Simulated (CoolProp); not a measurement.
A single-stage vapour-compression cycle with CH2F2 (R32): evaporating at 203.15 K (dew point), condensing at 233.15 K (bubble point), superheat 8 K, subcooling 5 K, compressor efficiency 0.7, no pressure losses. Each further row changes one setting.

The numbers come from the reference Helmholtz-energy equation of state, Tillner-Roth 1997 in CoolProp.

| case | cooling COP | pressure ratio | discharge temperature (K) | refrigerating effect (kJ/kg) | volumetric capacity (kJ/m³) |
|---|---|---|---|---|---|
| as stated | 4.10 | 4.92 | 325.5 | 368 | 400 |
| evaporating temperature 208.15 K | 5.18 | 3.64 | 308.4 | 371 | 535 |
| condensing temperature 228.15 K | 5.03 | 3.90 | (withheld) | 376 | 409 |
| subcooling 10 K | 4.19 | 4.92 | 325.5 | 376 | 409 |
| superheat 18 K | (withheld) | 4.92 | 338.8 | 375 | 389 |
| compressor efficiency 0.6 | (withheld) | 4.92 | 342.0 | 368 | 400 |

**Question.** What belongs in the gaps?

**Answer.** 
- condensing temperature 228.15 K, discharge temperature (K): 307.7
- superheat 18 K, cooling COP: 3.99
- compressor efficiency 0.6, cooling COP: 3.51
